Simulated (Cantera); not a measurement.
What does this Cantera script print?

```python
import numpy as np
import cantera as ct

gas_names = [...]  # 131 gases of nasa_gas.yaml made of C, H, O
cond_names = """
    C(gr) C6H6(L) C7H8(L) C8H18(L),n-octa H2O(s) H2O(L)
""".split()


# ... load() reads the species with a 1 bar reference pressure and builds the phases ...
atoms = {
    'CO': {'C': 1, 'O': 1},
    'H2': {'H': 2},
}
top_T = {'C(gr)': 4500}  # K; cautious upper limits of use, not melting points


# ... equilibrate(T, P, feed) seeds the gas with the atoms and calls Mixture.equilibrate('TP', solver="vcs", rtol=1e-11, max_steps=5000) ...
results = []
feed = {'CO': 1, 'H2': 0.8}  # mol
P = 680  # Pa
for T in [3000, 3500, 4000, 4500, 5000]:
    mix = equilibrate(T, P, feed)
    results.append((T, P, feed, dict(zip(mix.species_names, mix.species_moles))))

top = {s: max(r[3][s] / sum(r[3][g] for g in gas_names) for r in results) for s in gas_names}
cols = sorted((s for s in top if top[s] > 1e-05), key=lambda s: -top[s])[:8]
seen = [c for c in cond_names if any(r[3].get(c, 0) > 1e-12 for r in results)]
print("log10 of partial pressures in bar; condensed amounts in mol")
print(f"{'T/K':>10s}" + "".join(f"{s[:9]:>10s}" for s in cols + seen))
for T, P, feed, n in results:
    ng = sum(n[g] for g in gas_names)
    print(f"{T:10.4g}" + "".join(f"{np.log10(max(n[s] / ng * P / 1e5, 1e-99)):10.3f}" for s in cols)
          + "".join(f"{n.get(c, 0):10.4g}" for c in seen))
```

Result:

```
log10 of partial pressures in bar; condensed amounts in mol
       T/K         H        CO        H2         O         C  Electron        C+        C2
      3000    -2.456    -2.552    -3.308    -7.168    -7.030   -10.581   -13.030    -9.968
      3500    -2.386    -2.580    -4.313    -5.752    -5.743    -9.423   -10.034    -8.917
      4000    -2.381    -2.586    -5.166    -4.725    -4.725    -8.066    -8.202    -8.023
      4500    -2.386    -2.610    -5.850    -3.936    -3.937    -6.865    -6.915    -7.337
      5000    -2.409    -2.703    -6.434    -3.340    -3.341    -5.894    -5.917    -6.859
```

Equilibrium computed with Cantera from the NASA thermochemical tables; the gas is ideal and each condensed phase is pure.
